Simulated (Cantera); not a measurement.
**Stirred combustor or abatement burner**

A perfectly stirred reactor is fed with 2.90 % C2H4, 19.4 % O2, 72.8 % N2, 4.93 % CO2, at 1200000 Pa; it is adiabatic with a 575 K inlet, and is followed from long to short residence time, starting on the burning branch (τ in s: 0.27, 0.1, 0.039, 0.015, 0.0056, 0.0021, 0.00081, 0.00031, 0.00012, 4.4e-05, 1.7e-05).

Model: GRI-Mech 3.0 (53 species, 325 reactions), integrated in Cantera. GRI-Mech 3.0 was tuned for natural gas; its chemistry of ethylene as a main component is partial and can be far from experiment. The pressure lies above the range GRI-Mech 3.0 was tuned for (to about 10 atm).

```json
[
 {"τ (s)": "0.27", "T (K)": "1636", "x C2H4": "2.16e-6", "x O2": "0.106", "x CO2": "0.107", "x OH": "0.000113", "x CH2O": "1.22e-7", "x HCO": "3.60e-10"},
 {"τ (s)": "0.10", "T (K)": "1635", "x C2H4": "4.58e-6", "x O2": "0.107", "x CO2": "0.107", "x OH": "0.000140", "x CH2O": "2.67e-7", "x HCO": "9.74e-10"},
 {"τ (s)": "0.039", "T (K)": "1634", "x C2H4": "8.96e-6", "x O2": "0.107", "x CO2": "0.107", "x OH": "0.000176", "x CH2O": "5.46e-7", "x HCO": "2.52e-9"},
 {"τ (s)": "0.015", "T (K)": "1631", "x C2H4": "1.73e-5", "x O2": "0.107", "x CO2": "0.107", "x OH": "0.000223", "x CH2O": "1.12e-6", "x HCO": "6.71e-9"},
 {"τ (s)": "0.0056", "T (K)": "1626", "x C2H4": "3.40e-5", "x O2": "0.107", "x CO2": "0.106", "x OH": "0.000281", "x CH2O": "2.41e-6", "x HCO": "1.87e-8"},
 {"τ (s)": "0.0021", "T (K)": "1615", "x C2H4": "6.72e-5", "x O2": "0.108", "x CO2": "0.105", "x OH": "0.000340", "x CH2O": "5.37e-6", "x HCO": "5.28e-8"},
 {"τ (s)": "0.00081", "T (K)": "1590", "x C2H4": "0.000142", "x O2": "0.109", "x CO2": "0.102", "x OH": "0.000363", "x CH2O": "1.32e-5", "x HCO": "1.48e-7"},
 {"τ (s)": "0.00031", "T (K)": "575", "x C2H4": "0.0290", "x O2": "0.194", "x CO2": "0.0493", "x OH": "<1e-12", "x CH2O": "<1e-12", "x HCO": "<1e-12"},
 {"τ (s)": "0.00012", "T (K)": "575", "x C2H4": "0.0290", "x O2": "0.194", "x CO2": "0.0493", "x OH": "<1e-12", "x CH2O": "<1e-12", "x HCO": "<1e-12"},
 {"τ (s)": "4.4e-5", "T (K)": "575", "x C2H4": "0.0290", "x O2": "0.194", "x CO2": "0.0493", "x OH": "<1e-12", "x CH2O": "<1e-12", "x HCO": "<1e-12"},
 {"τ (s)": "1.7e-5", "T (K)": "575", "x C2H4": "0.0290", "x O2": "0.194", "x CO2": "0.0493", "x OH": "<1e-12", "x CH2O": "<1e-12", "x HCO": "<1e-12"}
]
```
x: mole fraction; the columns are a selection and need not sum to one.
